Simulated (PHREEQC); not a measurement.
Dissolve 17 mmol/kgw NaHCO3 and 0.079 mmol/kgw NH3 at 15 °C. Closed to the air; pH follows from the charge balance.

Model: ion-association model, wateq4f.dat, run in PHREEQC.

The ionic strength comes out as 0.0171 mol/kgw. What activity coefficients do NH4+, NaCO3-, Na+, HCO3-, CO3-2 get?

NH4+ 0.88, NaCO3- 0.89, Na+ 0.88, HCO3- 0.89, CO3-2 0.61.

Precipitation was switched off in this run.
